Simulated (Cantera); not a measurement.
## Moist CO burnout

A perfectly stirred reactor is fed with 0.603 % CO, 0.681 % O2, 1.46 % H2O, 97.3 % N2, equivalence ratio 0.44, at 100.0 Torr; it is held at 1225 K, and followed from long to short residence time.

Model: GRI-Mech 3.0 (53 species, 325 reactions), integrated in Cantera.

| τ (s) | x CO | x O2 | x H2O | x OH | x O | x H2O2 |
|---|---|---|---|---|---|---|
| 0.63 | 0.000328 | 0.00401 | 0.0144 | 0.000102 | 8.35e-5 | 3.19e-8 |
| 0.31 | 0.000512 | 0.00413 | 0.0142 | 0.000123 | 0.000126 | 3.67e-8 |
| 0.15 | 0.000800 | 0.00431 | 0.0141 | 0.000147 | 0.000184 | 4.00e-8 |
| 0.075 | 0.00121 | 0.00456 | 0.0139 | 0.000169 | 0.000251 | 4.15e-8 |
| 0.037 | 0.00184 | 0.00491 | 0.0137 | 0.000185 | 0.000319 | 4.18e-8 |
| 0.018 | 0.00276 | 0.00535 | 0.0137 | 0.000187 | 0.000357 | 4.08e-8 |
| 0.0089 | 0.00392 | 0.00586 | 0.0139 | 0.000165 | 0.000323 | 3.72e-8 |
| 0.0044 | 0.00510 | 0.00636 | 0.0142 | 0.000111 | 0.000203 | 2.63e-8 |
x: mole fraction; the columns are a selection and need not sum to one.
